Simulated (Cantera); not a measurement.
A freely propagating, adiabatic, planar premixed flame of H₂ : O₂ : N₂ = 1 : 1 : 3.76 (molar parts), equivalence ratio 0.50, unburnt at 375 K and 1000000 Pa; mixture-averaged transport, grid criteria slope 0.08 and curve 0.16, no radiation.

Detailed kinetics in Cantera: the H2/O2 subset of GRI-Mech 3.0, which has no nitrogen chemistry. The hydrogen kinetics of GRI-Mech 3.0 are dated; newer H2 mechanisms differ, most at raised pressure. Burning velocities carry a grid error of a few per cent, more on coarse grids. Lean hydrogen flames are cellular in practice and burn faster than this planar one.

```tsv
quantity	before	after
laminar burning velocity	11.2 cm/s	14.6 cm/s
thermal thickness	0.141 mm	0.119 mm
peak x(H)	0.000107	0.000146
peak x(H₂O₂)	0.000235	0.000262
peak x(HO₂)	0.000356	0.000392
```

### Question
What was changed between the two runs?
A) H2 1 to 0.76 parts
B) inlet temperature 375 to 675 K
C) inlet temperature 375 to 700 K
D) inlet temperature 375 to 400 K

### Answer
D, inlet temperature 375 to 400 K
